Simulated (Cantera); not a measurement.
Feed: 1 mol Cu2O, 2.4 mol CO, 4.4 mol CH4, held at 0.0100 bar.

Method: chemical equilibrium by Gibbs-energy minimisation in Cantera with the NASA 1993 tables (ideal gas, pure condensed phases). Candidate condensed phases: C, C6H6, C7H8, C8H18, Cu, CuO, Cu(OH)2, Cu2O, H2O; 113 gas species. Kinetics and transport are ignored.

x: gas mole fraction; n: condensed amount in mol.

```json
[
 {"T (K)": "1650", "x H2": "0.715", "x CO": "0.276", "x H": "0.000768", "x Cu": "0.00812", "x C2H2 (acetylene)": "…", "x Cu2": "7.62e-6", "n C(graphite)": "3.40", "n Cu(l)": "1.90"},
 {"T (K)": "1725", "x H2": "0.704", "x CO": "0.272", "x H": "0.00156", "x Cu": "0.0219", "x C2H2 (acetylene)": "…", "x Cu2": "2.99e-5", "n C(graphite)": "3.40", "n Cu(l)": "1.73"},
 {"T (K)": "1800", "x H2": "0.680", "x CO": "0.263", "x H": "0.00295", "x Cu": "0.0541", "x C2H2 (acetylene)": "…", "x Cu2": "0.000104", "n C(graphite)": "3.40", "n Cu(l)": "1.30"},
 {"T (K)": "1875", "x H2": "0.627", "x CO": "0.243", "x H": "0.00519", "x Cu": "0.124", "x C2H2 (acetylene)": "…", "x Cu2": "0.000325", "n C(graphite)": "3.39", "n Cu(l)": "0.253"},
 {"T (K)": "1950", "x H2": "0.612", "x CO": "0.238", "x H": "0.00897", "x Cu": "0.140", "x C2H2 (acetylene)": "…", "x Cu2": "0.000253", "n C(graphite)": "3.39", "n Cu(l)": "0"},
 {"T (K)": "2025", "x H2": "0.607", "x CO": "0.238", "x H": "0.0150", "x Cu": "0.139", "x C2H2 (acetylene)": "…", "x Cu2": "0.000161", "n C(graphite)": "3.38", "n Cu(l)": "0"},
 {"T (K)": "2100", "x H2": "0.599", "x CO": "0.237", "x H": "0.0241", "x Cu": "0.139", "x C2H2 (acetylene)": "…", "x Cu2": "0.000106", "n C(graphite)": "3.38", "n Cu(l)": "0"},
 {"T (K)": "2175", "x H2": "0.588", "x CO": "0.235", "x H": "0.0374", "x Cu": "0.138", "x C2H2 (acetylene)": "…", "x Cu2": "7.08e-5", "n C(graphite)": "3.36", "n Cu(l)": "0"},
 {"T (K)": "2250", "x H2": "0.572", "x CO": "0.233", "x H": "0.0562", "x Cu": "0.137", "x C2H2 (acetylene)": "…", "x Cu2": "4.84e-5", "n C(graphite)": "3.34", "n Cu(l)": "0"},
 {"T (K)": "2325", "x H2": "0.551", "x CO": "0.230", "x H": "0.0817", "x Cu": "0.135", "x C2H2 (acetylene)": "…", "x Cu2": "3.35e-5", "n C(graphite)": "3.32", "n Cu(l)": "0"},
 {"T (K)": "2400", "x H2": "0.523", "x CO": "0.226", "x H": "0.115", "x Cu": "0.133", "x C2H2 (acetylene)": "…", "x Cu2": "2.35e-5", "n C(graphite)": "3.29", "n Cu(l)": "0"},
 {"T (K)": "2475", "x H2": "0.488", "x CO": "0.221", "x H": "0.157", "x Cu": "0.130", "x C2H2 (acetylene)": "…", "x Cu2": "1.67e-5", "n C(graphite)": "3.25", "n Cu(l)": "0"}
]
```

Q: Some entries are withheld; supply them.

A: 
- 1650, x C2H2 (acetylene): 3.26e-5
- 1725, x C2H2 (acetylene): 6.49e-5
- 1800, x C2H2 (acetylene): 0.000119
- 1875, x C2H2 (acetylene): 0.000199
- 1950, x C2H2 (acetylene): 0.000335
- 2025, x C2H2 (acetylene): 0.000549
- 2100, x C2H2 (acetylene): 0.000866
- 2175, x C2H2 (acetylene): 0.00131
- 2250, x C2H2 (acetylene): 0.00192
- 2325, x C2H2 (acetylene): 0.00269
- 2400, x C2H2 (acetylene): 0.00365
- 2475, x C2H2 (acetylene): 0.00474
